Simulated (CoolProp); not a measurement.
Vapour-liquid equilibrium of CHF3 (R23) (1) + CH2F2 (R32) (2) at 0.757 bar; x and y are mole fractions of (1).

Model: multi-fluid Helmholtz-energy mixture model, Penoncello 2003 and Tillner-Roth 1997; pair parameters Bell 2016, in CoolProp.

```
x     bubble temperature (°C)  y at the bubble point  dew temperature at overall composition x (°C)  liquid density (mol/L)
----  -----------------------  ---------------------  ---------------------------------------------  ----------------------
0.05                    -60.4                  0.199                                          -58.0                   23.54
0.2                     -68.1                  0.563                                          -60.4                   23.26
0.35                    -73.7                  0.746                                          -63.3                     [?]
0.5                     -77.9                    [?]                                          -66.5                   22.46
0.65                    -81.2                    [?]                                          -70.5                   22.01
0.8                     -83.9                  0.959                                          -75.7                   21.54
0.95                    -86.2                  0.991                                          -83.3                   21.07
```

### Question
Complete the blanks.

### Answer

- 0.35, liquid density (mol/L): 22.89
- 0.5, y at the bubble point: 0.850
- 0.65, y at the bubble point: 0.915

No azeotrope shows between x = 0.05 and 0.95.

The pair parameters rest on a limited set of measurements; away from them the model extrapolates.
